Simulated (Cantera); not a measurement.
# Aluminium nitride and oxide growth: Al + N₂ + H₂

A closed system holds: 1 mol Al, 24 mol N₂, 40 mol H₂, held at 15.0 Pa.

Cantera equilibrium calculation (NASA polynomials, part measured and part estimated; ideal gas, pure solids and liquids). Candidate condensed phases: Al, AlN; 13 gas species. Equilibrium is a limit: real reactors are often held back by kinetics, nucleation or transport.

```
T (°C)  log p H₂  log p N₂  log p H  log p Al  n AlN(s)
------  --------  --------  -------  --------  --------
852        -4.02     -4.26    -9.36    -15.50      1.00
927        -4.02     -4.26    -8.72    -13.64      1.00
1002       -4.02     -4.26    -8.14    -12.00      1.00
1077       -4.02     -4.26    -7.64    -10.55     1.000
1152       -4.02     -4.26    -7.18     -9.25     1.000
1227       -4.03     -4.26    -6.77     -8.08     0.996
1302       -4.03     -4.26    -6.39     -7.03     0.960
1377       -4.03     -4.26    -6.06     -6.07     0.630
1452       -4.04     -4.26    -5.75     -5.64         0
1527       -4.05     -4.26    -5.47     -5.64         0
1602       -4.06     -4.27    -5.21     -5.65         0
```
log p: log10 of the partial pressure in bar; n: condensed amount in mol.

From 852 °C to 1377 °C the condensed part is AlN(s). From 1452 °C to 1602 °C nothing is condensed.
